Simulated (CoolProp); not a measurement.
Vapour-liquid equilibrium of acetone (1) + toluene (2) at 0.711 MPa; x and y are mole fractions of (1).

Model: multi-fluid Helmholtz-energy mixture model, Lemmon 2006 and Lemmon 2006; pair parameters Bell 2016, in CoolProp.

**Question.** Give the bubble temperature and the first vapour's composition at x = 0.15, 0.35, 0.55. Is there an azeotrope?

**Answer.** x = 0.15: 447.8 K, y = 0.397; x = 0.35: 429.9 K, y = 0.651; x = 0.55: 418.2 K, y = 0.793. No azeotrope shows between x = 0.05 and 0.95.

The pair parameters rest on a limited set of measurements; away from them the model extrapolates.
